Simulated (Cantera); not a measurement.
Charge: 1 mol Zr, 3.9 mol N2, 480 mol H2, at 23.3 Torr.

These are equilibrium values from Cantera (NASA tables, ideal gas, pure condensed phases), not measurements of a reactor. Candidate condensed phases: Zr, ZrN; 11 gas species. ZrN: taken at fixed stoichiometry. Kinetics and transport are ignored.

Task: Which condensed phases are stable at each of these points (T (K)): 2323, 2373, 2423, 2473, 2523, 2573, 2623, 2673, 2723, 2773, 2823?

Result: 
| T (K) | condensed phases | Zr condensed (%) |
|---|---|---|
| 2323 | ZrN(s) | 100.0 |
| 2373 | ZrN(s) | 100.0 |
| 2423 | ZrN(s) | 99.9 |
| 2473 | ZrN(s) | 99.7 |
| 2523 | ZrN(s) | 99.2 |
| 2573 | ZrN(s) | 98.1 |
| 2623 | ZrN(s) | 95.5 |
| 2673 | ZrN(s) | 89.5 |
| 2723 | ZrN(s) | 76.4 |
| 2773 | ZrN(s) | 48.6 |
| 2823 | gas only | 0.0 |

From 2323 K to 2773 K the condensed part is ZrN(s). At 2823 K nothing is condensed.
